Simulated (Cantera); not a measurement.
What does this Cantera script print?

```python
import numpy as np
import cantera as ct

gas = ct.Solution("gri30.yaml")
gas.TPX = 1600, 76000, {'CH4': 0.026, 'O2': 0.032, 'N2': 1}
reactor = ct.IdealGasConstPressureReactor(gas, energy="off", clone=False)
net = ct.ReactorNet([reactor])
net.rtol, net.atol = 1e-08, 1e-18
show = ['CH4', 'O2', 'HCO', 'H', 'OH', 'C2H6', 'NO']
times = np.geomspace(7e-05, 200, 13)

steps = ct.SolutionArray(gas, extra=["t"])
rows = []
print(f"{'t/s':>10s}{'T/K':>9s}{'P/Pa':>11s}" + "".join(f"{s:>11s}" for s in show))
for t in times:
    while net.time < t:
        t_next = net.step()
        steps.append(gas.state, t=t_next)
    rows.append([np.interp(t, steps.t, y) for y in (steps.T, steps.P, *steps(*show).X.T)])
    print(f"{t:10.3e}{rows[-1][0]:9.1f}{rows[-1][1]:11.4g}" + "".join(f"{x:11.3e}" for x in rows[-1][2:]))
rate = np.gradient(steps.T, steps.t)
print("integrator steps:", len(steps.t))
if steps.T.max() > steps.T[0] + 200:
    print(f"time of steepest temperature rise: {steps.t[rate.argmax()]:.4e} s")
gas.TPX = 1600, 76000, {'CH4': 0.026, 'O2': 0.032, 'N2': 1}
gas.equilibrate("TP")
print(f"equilibrium (TP): T = {gas.T:.1f} K  " + "  ".join(f"{s} {gas[s].X[0]:.3e}" for s in show))
```

Result:

```
       t/s      T/K       P/Pa        CH4         O2        HCO          H         OH       C2H6         NO
 7.000e-05   1600.0    7.6e+04  2.457e-02  3.024e-02  4.954e-12  6.249e-08  4.017e-08  7.130e-09  6.575e-14
 2.416e-04   1600.0    7.6e+04  2.454e-02  3.024e-02  1.209e-10  8.974e-08  8.901e-08  3.383e-07  3.969e-13
 8.338e-04   1600.0    7.6e+04  2.436e-02  3.017e-02  4.757e-09  3.261e-07  3.334e-07  1.479e-05  4.069e-12
 2.878e-03   1600.0    7.6e+04  1.917e-02  2.745e-02  3.890e-07  1.358e-05  6.069e-06  4.302e-04  9.098e-10
 9.933e-03   1600.0    7.6e+04  7.885e-09  1.714e-06  1.353e-08  1.089e-03  5.872e-05  1.412e-14  1.046e-05
 3.428e-02   1600.0    7.6e+04  5.375e-10  1.339e-07  4.195e-09  3.108e-04  1.654e-05  3.945e-16  1.207e-05
 1.183e-01   1600.0    7.6e+04  4.067e-10  9.985e-09  1.179e-09  8.515e-05  4.518e-06  9.122e-17  1.152e-05
 4.084e-01   1600.0    7.6e+04  5.055e-10  8.219e-10  3.418e-10  2.449e-05  1.299e-06  2.841e-17  9.376e-06
 1.409e+00   1600.0    7.6e+04  6.025e-10  1.676e-10  1.562e-10  1.117e-05  5.925e-07  9.200e-18  6.111e-06
 4.865e+00   1600.0    7.6e+04  5.577e-10  1.103e-10  1.270e-10  9.082e-06  4.817e-07  2.175e-18  3.652e-06
 1.679e+01   1600.0    7.6e+04  1.654e-10  1.067e-10  1.250e-10  8.934e-06  4.738e-07  3.852e-20  3.116e-06
 5.795e+01   1600.0    7.6e+04  9.920e-12  1.075e-10  1.255e-10  8.973e-06  4.758e-07  2.085e-23  1.890e-06
 2.000e+02   1600.0    7.6e+04  4.287e-12  1.077e-10  1.257e-10  8.985e-06  4.764e-07  4.386e-24  7.478e-07
integrator steps: 2657
equilibrium (TP): T = 1600.0 K  CH4 4.149e-12  O2 1.077e-10  HCO 1.257e-10  H 8.988e-06  OH 4.766e-07  C2H6 4.124e-24  NO 4.779e-08
```

Computed with Cantera and GRI-Mech 3.0 (53 species, 325 reactions). The temperature is held fixed by assumption; the heat of reaction is taken as removed at once.
